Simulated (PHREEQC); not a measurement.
Make-up at 30 °C: 0.27 mol NaH2PO4, 0.00048 mol H2SO4 and 7.8e-05 mol NiSO4 per kg of water. Closed to the air; pH follows from the charge balance.

All values are PHREEQC results (ion-association model, wateq4f.dat), not measurements.

This is a speciation only: nothing precipitates in the calculation.

**Question.** Estimate the pH, activity of water.

**Answer.** pH 4.21; activity of water 0.991.

**Question.** In which forms is S present?

**Answer.** SO4-2 73 %, NaSO4- 26 % of the S.

Species that the database lacks are ignored. H3PO4, which wateq4f.dat lacks, is added to it with the constant of phreeqc.dat. The database has no phosphate complexes of Ni.
